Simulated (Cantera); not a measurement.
Feed: 1 mol B, 54 mol H2, 3 mol N2, held at 1525 °C and 1.33 mbar.

These are equilibrium values from Cantera (NASA tables, ideal gas, pure condensed phases), not measurements of a reactor. Candidate condensed phases: B, BN; 15 gas species. The tables' values for BH2 are old estimates; treat these amounts as uncertain. Kinetics and transport are ignored.

Base state: H2 0.947, N2 0.0441, H 0.00938, BH2 3.21e-5 (mole fractions); condensed: BN(s).

What changes in the equilibrium state with this change: temperature from 1525 °C to 1477 °C?


| species | before | after |
|---|---|---|
| H2 | 0.947 | 0.950 |
| N2 | 0.0441 | 0.0441 |
| H | 0.00938 | 0.00621 |
| BH2 | 3.21e-5 | 1.43e-5 |
| BN(s), mol | 0.998 | 0.999 |

What changes in the equilibrium state with this change: temperature from 1525 °C to 602 °C?


```json
[
 {"species": "H2", "before": "0.947", "after": "0.956"},
 {"species": "N2", "before": "0.0441", "after": "0.0442"},
 {"species": "H", "before": "0.00938", "after": "1.34e-9"},
 {"species": "BH2", "before": "3.21e-5", "after": "<1e-9"},
 {"species": "BN(s), mol", "before": "0.998", "after": "1.00"}
]
```
N2 is the only nitrogen source here; it is nearly inert below about 1500 K, so the nitride shown seldom forms there in practice.
